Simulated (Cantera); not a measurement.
A closed system holds: 1 mol Si2Cl6, 9.2 mol NH3, 2.3 mol N2, at 1025 K and 23.0 mbar.

Equilibrium computed with Cantera from the NASA thermochemical tables; the gas is ideal and each condensed phase is pure. Candidate condensed phases: NH4Cl, Si, Si3N4; 28 gas species. The feed counts by its element totals alone. The tables' values for SiCl3 are old estimates; treat these amounts as uncertain. Kinetics and transport are ignored.

Question: What is the equilibrium state?

Answer: 
```
Property                              Value
--------------------------------  ---------
x(H2)                                 0.490
x(HCl)                                0.255
x(N2)                                 0.251
x(SiCl4)                            0.00341
x(SiHCl3)                           5.64e-5
x(SiCl3)                            1.26e-5
x(NH3)                              1.96e-6
n(Si3N4(s))                       0.641 mol
gas amount                        22.34 mol
log10 activity of Si(s) (absent)      -5.38
```
